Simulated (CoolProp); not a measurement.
Vapour-liquid equilibrium of m-xylene (1) + n-decane (2) at 237.85 °C; x and y are mole fractions of (1).

Values from CoolProp's multi-fluid Helmholtz-energy mixture model, Zhou 2012 and Lemmon 2006; pair parameters Bell 2016.

### Question
Give the bubble pressure and the first vapour's composition at x = 0.05, 0.65, 0.95. Is there an azeotrope?

### Answer
x = 0.05: 424.8 kPa, y = 0.087; x = 0.65: 663.0 kPa, y = 0.760; x = 0.95: 788.3 kPa, y = 0.970. No azeotrope shows between x = 0.05 and 0.95.

Pair parameters are fitted to limited data, so mixtures are less certain than the pure fluids.
